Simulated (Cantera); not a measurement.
CH3Cl + CH4 + H2 (fluorocarbon and chlorocarbon gases)

Feed: 1 mol CH3Cl, 0.092 mol CH4, 13 mol H2, held at 2450 °C and 0.0133 bar.

Cantera equilibrium calculation (NASA polynomials, part measured and part estimated; ideal gas, pure solids and liquids). Candidate condensed phases: C, C6H6, C7H8, C8H18; 91 gas species. Equilibrium is a limit: real reactors are often held back by kinetics, nucleation or transport.

The x(H2) is 0.538 and the x(H) comes out as 0.393. The x(HCl) comes out as 0.0346 and the x(Cl) comes out as 0.0176. The x(C2H2 (acetylene)) is 0.0138, the x(C2H) comes out as 0.00111 and the x(C3) comes out as 0.000893. The x(C) comes out as 0.000208 and the x(C4H2) is 0.000147. The n(C(graphite)) comes out as 0.449 mol and the gas amount is 19.15 mol.
